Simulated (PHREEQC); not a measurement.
**Copper plating or etch bath: an equilibrium model**

Solution (25 °C): 0.0069 mol Cu(BF4)2, 0.0011 mol H2SO4 and 0.0017 mol NaCl per kg of water. Closed to the air; pH follows from the charge balance.

Model: ion-association model, phreeqc.dat, run in PHREEQC.

```
Quantity                  Result
----------------  --------------
pH                          2.64
ionic strength    0.0246 mol/kgw
total alkalinity    -43.6 meq/kg
```

| species | molality | activity | log γ |
|---|---|---|---|
| BF4- | 0.0114 | 0.00980 | -0.065 |
| Cu+2 | 0.00648 | 0.00369 | -0.244 |
| HF | 0.00464 | 0.00467 | 0.002 |
| H+ | 0.00259 | 0.00228 | -0.055 |
| Na+ | 0.00170 | 0.00146 | -0.064 |
| Cl- | 0.00168 | 0.00144 | -0.067 |
| F- | 0.00159 | 0.00136 | -0.068 |
| H3BO3 | 0.00124 | 0.00125 | 0.002 |
| BF3OH- | 0.000898 | 0.000773 | -0.065 |
| SO4-2 | 0.000703 | 0.000391 | -0.255 |
| CuSO4 | 0.000293 | 0.000295 | 0.002 |
| BF2(OH)2- | 0.000263 | 0.000226 | -0.065 |
| CuF+ | 0.000107 | 9.17e-5 | -0.065 |

Precipitation was switched off in this run. Real BF4- forms and hydrolyses slowly; the run takes it at equilibrium.
